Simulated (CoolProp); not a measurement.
R123 along the isotherm 344.9 K: Z from the reference equation and from simpler models built on Tc = 456.8 K, pc = 3.662 MPa, ω = 0.282; each cubic takes its own stable root.

The numbers come from the reference Helmholtz-energy equation of state, Younglove 1994 in CoolProp. It is a modified Benedict-Webb-Rubin equation, recast in Helmholtz form.

| p (MPa) | phase | reference |
|---|---|---|
| 0.61 | liquid | 0.02433 |
| 1.22 | liquid | 0.04855 |
| 1.83 | liquid | 0.07265 |
| 2.44 | liquid | 0.09666 |
| 3.05 | liquid | 0.1206 |
| 3.66 | liquid | 0.1444 |
| 4.27 | liquid | 0.1681 |
| 4.88 | liquid | 0.1917 |
| 5.49 | liquid | 0.2153 |
| 6.1 | liquid | 0.2387 |
| 6.71 | liquid | 0.2621 |
| 7.32 | liquid | 0.2854 |
| 7.93 | liquid | 0.3086 |
| 8.54 | liquid | 0.3318 |
| 9.15 | liquid | 0.3549 |

**Question.** How far does each simpler model (van der Waals, Redlich-Kwong, Peng-Robinson) lie from the reference over these 15 states: mean and median of the absolute difference, and the worst?

**Answer.** 
- van der Waals: mean 295.4 %, median 61.1 %, worst +3574.1 % at 344.9 K and 0.61 MPa
- Redlich-Kwong: mean 14.4 %, median 14.3 %, worst +16.9 % at 344.9 K and 0.61 MPa
- Peng-Robinson: mean 2.8 %, median 2.8 %, worst -3.4 % at 344.9 K and 9.15 MPa

At some of these states van der Waals gives the other phase, because its saturation line lies elsewhere.
